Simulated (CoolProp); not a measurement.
Values from CoolProp's reference Helmholtz-energy equation of state, Lemmon 2006. It is a short technical equation, of lower accuracy than the large ones.

Problem. For hydrogen sulfide, give the phase and the Z, cp (kJ/(kg K)), cv (kJ/(kg K)), Joule-Thomson coefficient (K/MPa) at 276.5 K and 9.2 MPa; 293.3 K and 9.2 MPa; 332.7 K and 9.2 MPa.

Solution. 
- 276.5 K and 9.2 MPa: liquid; Z 0.162, cp 2.04, cv 1.11, Joule-Thomson coefficient -0.192
- 293.3 K and 9.2 MPa: liquid; Z 0.160, cp 2.10, cv 1.09, Joule-Thomson coefficient -0.111
- 332.7 K and 9.2 MPa: liquid; Z 0.161, cp 2.45, cv 1.05, Joule-Thomson coefficient 0.283
